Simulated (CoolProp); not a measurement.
Vapour-liquid equilibrium of n-hexane (1) + hexamethyldisiloxane (MM) (2) at 0.000912 MPa; x and y are mole fractions of (1).

Computed with CoolProp (multi-fluid Helmholtz-energy mixture model, Thol 2019 and Thol 2016; pair parameters Bell 2016).

| x | bubble temperature (°C) | y at the bubble point | dew temperature at overall composition x (°C) | liquid density (mol/L) |
|---|---|---|---|---|
| 0.05 | -8.4 | 0.186 | -6.7 | 4.994 |
| 0.2 | -13.7 | 0.525 | -8.6 | 5.364 |
| 0.35 | -17.9 | 0.716 | -10.8 | 5.768 |
| 0.5 | -21.5 | 0.838 | -13.3 | 6.218 |
| 0.65 | -24.7 | 0.917 | -16.3 | 6.721 |
| 0.8 | -27.6 | 0.966 | -20.2 | 7.289 |
| 0.95 | -30.0 | 0.994 | -26.5 | 7.932 |

No azeotrope shows between x = 0.05 and 0.95.

Pair parameters are fitted to limited data, so mixtures are less certain than the pure fluids.
